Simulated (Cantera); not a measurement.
Cantera run, input and output.

```python
import numpy as np
import cantera as ct

gas = ct.Solution("gri30.yaml")
gas.TPX = 1923, 490000, {'CH4': 1, 'H2O': 1.1, 'H2': 0.38}
reactor = ct.IdealGasConstPressureReactor(gas, energy="off", clone=False)
net = ct.ReactorNet([reactor])
net.rtol, net.atol = 1e-08, 1e-18
show = ['CH4', 'H2O', 'H2', 'H', 'O', 'C2H4', 'HO2']
times = np.geomspace(7e-05, 6, 13)

steps = ct.SolutionArray(gas, extra=["t"])
rows = []
print(f"{'t/s':>10s}{'T/K':>9s}{'P/Pa':>11s}" + "".join(f"{s:>11s}" for s in show))
for t in times:
    while net.time < t:
        t_next = net.step()
        steps.append(gas.state, t=t_next)
    rows.append([np.interp(t, steps.t, y) for y in (steps.T, steps.P, *steps(*show).X.T)])
    print(f"{t:10.3e}{rows[-1][0]:9.1f}{rows[-1][1]:11.4g}" + "".join(f"{x:11.3e}" for x in rows[-1][2:]))
rate = np.gradient(steps.T, steps.t)
print("integrator steps:", len(steps.t))
if steps.T.max() > steps.T[0] + 200:
    print(f"time of steepest temperature rise: {steps.t[rate.argmax()]:.4e} s")
gas.TPX = 1923, 490000, {'CH4': 1, 'H2O': 1.1, 'H2': 0.38}
gas.equilibrate("TP")
print(f"equilibrium (TP): T = {gas.T:.1f} K  " + "  ".join(f"{s} {gas[s].X[0]:.3e}" for s in show))
```

Output:

```
       t/s      T/K       P/Pa        CH4        H2O         H2          H          O       C2H4        HO2
 7.000e-05   1923.0    4.9e+05  2.667e-01  4.035e-01  2.764e-01  1.837e-04  6.852e-09  1.222e-02  6.038e-12
 1.804e-04   1923.0    4.9e+05  1.801e-01  3.706e-01  3.660e-01  2.263e-04  4.576e-09  5.979e-03  5.013e-12
 4.648e-04   1923.0    4.9e+05  1.044e-01  3.387e-01  4.459e-01  2.672e-04  3.386e-09  3.612e-03  4.164e-12
 1.198e-03   1923.0    4.9e+05  5.570e-02  3.067e-01  5.055e-01  3.010e-04  2.840e-09  3.163e-03  3.555e-12
 3.086e-03   1923.0    4.9e+05  3.447e-02  2.659e-01  5.516e-01  3.240e-04  2.525e-09  2.956e-03  2.677e-12
 7.953e-03   1923.0    4.9e+05  2.720e-02  2.084e-01  5.995e-01  3.372e-04  2.131e-09  2.444e-03  1.519e-12
 2.049e-02   1923.0    4.9e+05  2.093e-02  1.424e-01  6.525e-01  3.491e-04  1.636e-09  1.680e-03  6.490e-13
 5.281e-02   1923.0    4.9e+05  1.435e-02  8.613e-02  6.982e-01  3.593e-04  1.129e-09  9.141e-04  2.238e-13
 1.361e-01   1923.0    4.9e+05  8.660e-03  4.933e-02  7.288e-01  3.662e-04  7.171e-10  3.725e-04  7.124e-14
 3.507e-01   1923.0    4.9e+05  4.277e-03  3.017e-02  7.458e-01  3.702e-04  4.631e-10  9.700e-05  2.630e-14
 9.036e-01   1923.0    4.9e+05  1.288e-03  2.263e-02  7.534e-01  3.720e-04  3.527e-10  9.050e-06  1.472e-14
 2.328e+00   1923.0    4.9e+05  9.287e-05  2.098e-02  7.554e-01  3.725e-04  3.272e-10  4.814e-08  1.265e-14
 6.000e+00   1923.0    4.9e+05  8.044e-06  2.090e-02  7.556e-01  3.726e-04  3.259e-10  4.134e-10  1.255e-14
integrator steps: 2110
equilibrium (TP): T = 1923.0 K  CH4 9.148e-06  H2O 2.090e-02  H2 7.556e-01  H 3.726e-04  O 3.259e-10  C2H4 5.185e-10  HO2 1.255e-14
```

Model: GRI-Mech 3.0 (53 species, 325 reactions), integrated in Cantera.
